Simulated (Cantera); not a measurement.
Input (Python, Cantera) and output of one run.

```python
import numpy as np
import cantera as ct

gas_names = """
    Fe H H2 H2S N NH NH2 NH3 N2 N2H2 N2H4 S SH SN S2 S8
""".split()
cond_names = """
    Fe(a) Fe(c) Fe(d) Fe(L) FeS(a) FeS(b) FeS(c) FeS(L) FeS2(s) S(cr1) S(cr2) S(L)
""".split()


# ... load() reads the species with a 1 bar reference pressure and builds the phases ...
atoms = {
    'FeS2': {'Fe': 1, 'S': 2},
    'H2S': {'H': 2, 'S': 1},
    'N2': {'N': 2},
}
top_T = {'FeS2(s)': 1010}  # K; cautious upper limits of use, not melting points


# ... equilibrate(T, P, feed) seeds the gas with the atoms and calls Mixture.equilibrate('TP', solver="vcs", rtol=1e-11, max_steps=5000) ...
results = []
feed = {'FeS2': 1, 'H2S': 0.18, 'N2': 14}  # mol
P = 1000  # Pa
for T in [873, 923, 973, 1023, 1073, 1123, 1173, 1223, 1273, 1323, 1373]:
    mix = equilibrate(T, P, feed)
    results.append((T, P, feed, dict(zip(mix.species_names, mix.species_moles))))

top = {s: max(r[3][s] / sum(r[3][g] for g in gas_names) for r in results) for s in gas_names}
cols = sorted((s for s in top if top[s] > 1e-05), key=lambda s: -top[s])[:8]
seen = [c for c in cond_names if any(r[3].get(c, 0) > 1e-12 for r in results)]
print("log10 of partial pressures in bar; condensed amounts in mol")
print(f"{'T/K':>10s}" + "".join(f"{s[:9]:>10s}" for s in cols + seen))
for T, P, feed, n in results:
    ng = sum(n[g] for g in gas_names)
    print(f"{T:10.4g}" + "".join(f"{np.log10(max(n[s] / ng * P / 1e5, 1e-99)):10.3f}" for s in cols)
          + "".join(f"{n.get(c, 0):10.4g}" for c in seen))
```

Result:

```
log10 of partial pressures in bar; condensed amounts in mol
       T/K        N2        S2       H2S        H2        SH         S    FeS(c)
       873    -2.021    -3.462    -3.946    -5.029    -7.899   -11.531         1
       923    -2.021    -3.457    -3.976    -4.772    -7.526   -10.829         1
       973    -2.021    -3.451    -4.023    -4.560    -7.200   -10.199         1
      1023    -2.021    -3.444    -4.087    -4.393    -6.917    -9.628         1
      1073    -2.022    -3.436    -4.169    -4.264    -6.671    -9.110         1
      1123    -2.022    -3.428    -4.265    -4.169    -6.458    -8.638         1
      1173    -2.022    -3.422    -4.372    -4.100    -6.273    -8.205         1
      1223    -2.023    -3.416    -4.485    -4.051    -6.110    -7.809         1
      1273    -2.023    -3.412    -4.600    -4.016    -5.966    -7.443         1
      1323    -2.023    -3.410    -4.714    -3.992    -5.837    -7.106         1
      1373    -2.023    -3.408    -4.826    -3.974    -5.721    -6.793         1
```

Method: chemical equilibrium by Gibbs-energy minimisation in Cantera with the NASA 1993 tables (ideal gas, pure condensed phases). FeS: taken at fixed stoichiometry. Gases not in the tables: S3 to S7.
